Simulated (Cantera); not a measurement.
What does this Cantera script print?

```python
import numpy as np
import cantera as ct

gas_names = """
    CO CS2 Pb PbO
""".split()
cond_names = """
    PbS(s) PbS(L)
""".split()


# ... load() reads the species with a 1 bar reference pressure and builds the phases ...
species = {s.name: s for s in load("nasa_gas.yaml", gas_names) + load("nasa_condensed.yaml", cond_names)}
# Each term lists the table entries of one substance; the one whose range holds T is used.
reactions = {
    '2 PbS + CO(g) = CS2(g) + Pb(g) + PbO(g)':
        [(-2, ['PbS(s)', 'PbS(L)']), (-1, ['CO']), (1, ['CS2']), (1, ['Pb']), (1, ['PbO'])],
}


def pick(names, T):
    return next(species[n] for n in names if species[n].thermo.min_temp <= T <= species[n].thermo.max_temp)


results = []
for label, terms in reactions.items():
    print(label)
    print("     T/K   dH/kJ  dS/(J/K)   dG/kJ   log10 K")
    for T in [1723, 1748, 1773, 1798, 1823, 1848, 1873, 1898]:
        used = [(nu, pick(names, T)) for nu, names in terms]
        dH = sum(nu * s.thermo.h(T) for nu, s in used) / 1e6
        dS = sum(nu * s.thermo.s(T) for nu, s in used) / 1e3
        dG = dH - T * dS / 1e3
        logK = -dG * 1e6 / (ct.gas_constant * T * np.log(10))
        results.append((label, T, dH, dS, dG, logK, [s.name for _, s in used]))
        print(f"{T:8g} {dH:8.1f} {dS:8.1f} {dG:8.1f} {logK:8.2f}")
```

It prints:

```
2 PbS + CO(g) = CS2(g) + Pb(g) + PbO(g)
     T/K   dH/kJ  dS/(J/K)   dG/kJ   log10 K
    1723    605.7    194.2    271.1    -8.22
    1748    604.5    193.5    266.2    -7.96
    1773    603.3    192.8    261.4    -7.70
    1798    602.2    192.2    256.6    -7.45
    1823    601.0    191.6    251.8    -7.21
    1848    599.9    190.9    247.0    -6.98
    1873    598.7    190.3    242.3    -6.76
    1898    597.6    189.7    237.5    -6.54
```

Standard-state values (1 bar) from the NASA 1993 polynomials, evaluated with Cantera. Condensed species are held in their standard states even where they would react or evaporate.
